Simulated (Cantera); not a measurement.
A jet of H2 : O2 : N2 = 0.015 : 0.13 : 0.79 (molar parts), equivalence ratio 0.058 at 300 K and 75.0 Torr hits a platinum plate 6 cm away at a mass flux of 0.2 kg/m²/s; the plate temperature is set and raised in steps from an oxygen-covered start.

Detailed kinetics in Cantera: Deutschmann's 1995 Pt surface mechanism with GRI-Mech 3.0 gas chemistry. Catalytic surfaces can have several steady states; this one follows from the mechanism file's or the stated starting coverage.

x: mole fraction at the wall; θ: surface coverage.

```csv
plate T (K),wall x H2,wall x O2,wall x H2O,wall x OH,θ free Pt,θ O*,θ OH*
500,0.00298,0.125,0.0261,<1e-8,0.0350,0.953,0.0122
550,0.00297,0.125,0.0259,<1e-8,0.0370,0.956,…
600,0.00295,0.125,0.0257,<1e-8,0.0389,0.957,0.00433
650,0.00292,0.125,0.0256,<1e-8,0.0411,0.956,0.00290
700,0.00276,0.125,0.0258,<1e-8,0.0459,0.952,0.00212
750,…,0.124,0.0266,<1e-8,…,0.938,…
```

Question: What belongs in the gaps?

Answer: 
- 550, θ OH*: 0.00695
- 750, wall x H2: 0.00226
- 750, θ free Pt: 0.0603
- 750, θ OH*: 0.00177
